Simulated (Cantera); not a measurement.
Feed: 1 mol SiCl4, 0.12 mol C2H2, 280 mol H2, held at 0.750 bar.

These are equilibrium values from Cantera (NASA tables, ideal gas, pure condensed phases), not measurements of a reactor. Candidate condensed phases: C, C6H6, C7H8, C8H18, Si, SiC; 109 gas species. Mutual solubility and eutectic melting of coexisting phases are not modelled. The tables' values for SiCl3 are old estimates; treat these amounts as uncertain. Gases not in the tables: Si2H6 and higher silanes. Kinetics and transport are ignored.

x: gas mole fraction; n: condensed amount in mol.

| T (°C) | x H2 | x HCl | x SiCl2 | x H | x SiHCl3 | x SiH2Cl2 | n Si(s) | n SiC(s) | n Si(l) |
|---|---|---|---|---|---|---|---|---|---|
| 1027 | 0.987 | 0.0125 | 0.000422 | 1.27e-6 | ___ | 6.69e-5 | 0.562 | 0.235 | 0 |
| 1102 | 0.987 | 0.0129 | 0.000482 | 3.93e-6 | ___ | 3.57e-5 | 0.590 | 0.236 | 0 |
| 1177 | 0.986 | 0.0130 | 0.000525 | 1.08e-5 | ___ | 1.97e-5 | 0.596 | 0.236 | 0 |
| 1252 | 0.986 | 0.0130 | 0.000558 | 2.71e-5 | ___ | 1.14e-5 | 0.595 | 0.236 | 0 |
| 1327 | 0.986 | 0.0129 | 0.000586 | 6.23e-5 | ___ | 6.92e-6 | 0.590 | 0.236 | 0 |
| 1402 | 0.986 | 0.0129 | 0.000610 | 0.000133 | ___ | 4.39e-6 | 0.583 | 0.237 | 0 |
| 1477 | 0.986 | 0.0130 | 0.000570 | 0.000267 | ___ | 2.61e-6 | 0 | 0.236 | 0.592 |

Q: Some entries are withheld; supply them.

A: 
- 1027, x SiHCl3: 0.000132
- 1102, x SiHCl3: 4.92e-5
- 1177, x SiHCl3: 1.94e-5
- 1252, x SiHCl3: 8.24e-6
- 1327, x SiHCl3: 3.77e-6
- 1402, x SiHCl3: 1.85e-6
- 1477, x SiHCl3: 8.76e-7
